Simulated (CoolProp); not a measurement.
Vapour-liquid equilibrium of carbon dioxide (1) + dimethyl ether (2) at 276.1 K; x and y are mole fractions of (1).

Model: multi-fluid Helmholtz-energy mixture model, Span 1996 and Wu 2011; pair parameters Bell 2016, in CoolProp.

```
x     bubble pressure (kPa)  y at the bubble point  dew pressure at overall composition x (kPa)  liquid density (mol/L)
----  ---------------------  ---------------------  -------------------------------------------  ----------------------
0.05                  401.6                  0.283                                        309.9                   15.39
0.15                  634.3                  0.575                                        343.7                   15.98
0.25                  894.5                  0.722                                        385.5                   16.60
0.35                   1183                  0.809                                        438.6                   17.24
0.45                   1501                  0.865                                        508.4                   17.89
0.55                   1846                  0.905                                        604.4                   18.55
0.65                   2219                  0.934                                        745.1                   19.21
0.75                   2619                  0.957                                        971.7                   19.82
0.85                   3047                  0.976                                         1398                   20.34
0.95                   3511                  0.992                                         2481                   20.65
```

No azeotrope shows between x = 0.05 and 0.95.

Pair parameters are fitted to limited data, so mixtures are less certain than the pure fluids.
